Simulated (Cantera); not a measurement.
What does this Cantera script print?

```python
import numpy as np
import cantera as ct

gas = ct.Solution("gri30.yaml")
gas.TPX = 1225, 2500000, {'CH4': 1, 'O2': 1.43, 'N2': 5.37}
reactor = ct.IdealGasReactor(gas, energy="on", clone=False)
net = ct.ReactorNet([reactor])
net.rtol, net.atol = 1e-08, 1e-16
show = ['CH4', 'O2', 'C2H2', 'NO2', 'N2O']
times = np.geomspace(2e-06, 0.1, 14)

steps = ct.SolutionArray(gas, extra=["t"])
rows = []
print(f"{'t/s':>10s}{'T/K':>9s}{'P/Pa':>11s}" + "".join(f"{s:>11s}" for s in show))
for t in times:
    while net.time < t:
        t_next = net.step()
        steps.append(gas.state, t=t_next)
    rows.append([np.interp(t, steps.t, y) for y in (steps.T, steps.P, *steps(*show).X.T)])
    print(f"{t:10.3e}{rows[-1][0]:9.1f}{rows[-1][1]:11.4g}" + "".join(f"{x:11.3e}" for x in rows[-1][2:]))
rate = np.gradient(steps.T, steps.t)
print("integrator steps:", len(steps.t))
if steps.T.max() > steps.T[0] + 200:
    print(f"time of steepest temperature rise: {steps.t[rate.argmax()]:.4e} s")
gas.TPX = 1225, 2500000, {'CH4': 1, 'O2': 1.43, 'N2': 5.37}
gas.equilibrate("UV")
print(f"equilibrium (UV): T = {gas.T:.1f} K  " + "  ".join(f"{s} {gas[s].X[0]:.3e}" for s in show))
```

Output:

```
       t/s      T/K       P/Pa        CH4         O2       C2H2        NO2        N2O
 2.000e-06   1225.0    2.5e+06  1.282e-01  1.833e-01  5.103e-21  5.234e-25  2.824e-14
 4.597e-06   1225.0    2.5e+06  1.282e-01  1.833e-01  1.925e-19  1.388e-23  1.401e-13
 1.057e-05   1225.0    2.5e+06  1.282e-01  1.833e-01  9.015e-18  3.886e-22  6.987e-13
 2.429e-05   1225.0    2.5e+06  1.282e-01  1.833e-01  6.962e-16  1.163e-20  3.375e-12
 5.583e-05   1225.0    2.5e+06  1.282e-01  1.833e-01  8.723e-14  3.699e-19  1.505e-11
 1.283e-04   1225.2    2.5e+06  1.282e-01  1.833e-01  4.810e-12  9.126e-18  5.706e-11
 2.950e-04   1226.1  2.502e+06  1.280e-01  1.832e-01  8.986e-11  1.558e-16  2.006e-10
 6.780e-04   1230.3  2.511e+06  1.273e-01  1.827e-01  2.219e-09  4.161e-15  8.908e-10
 1.558e-03   3023.0  6.665e+06  1.982e-10  3.641e-04  7.149e-13  3.560e-07  7.664e-07
 3.582e-03   3023.0  6.665e+06  1.982e-10  3.641e-04  7.149e-13  3.560e-07  7.664e-07
 8.234e-03   3023.0  6.665e+06  1.982e-10  3.641e-04  7.149e-13  3.560e-07  7.664e-07
 1.893e-02   3023.0  6.665e+06  1.982e-10  3.641e-04  7.149e-13  3.560e-07  7.664e-07
 4.351e-02   3023.0  6.665e+06  1.982e-10  3.641e-04  7.149e-13  3.560e-07  7.664e-07
 1.000e-01   3023.0  6.665e+06  1.982e-10  3.641e-04  7.149e-13  3.560e-07  7.664e-07
integrator steps: 2327
time of steepest temperature rise: 1.3859e-03 s
equilibrium (UV): T = 3023.0 K  CH4 2.239e-10  O2 3.641e-04  C2H2 7.705e-13  NO2 3.560e-07  N2O 7.664e-07
```

Computed with Cantera and GRI-Mech 3.0 (53 species, 325 reactions). The pressure lies above the range GRI-Mech 3.0 was tuned for (to about 10 atm). Above 3000 K some thermodynamic fits are extrapolated.
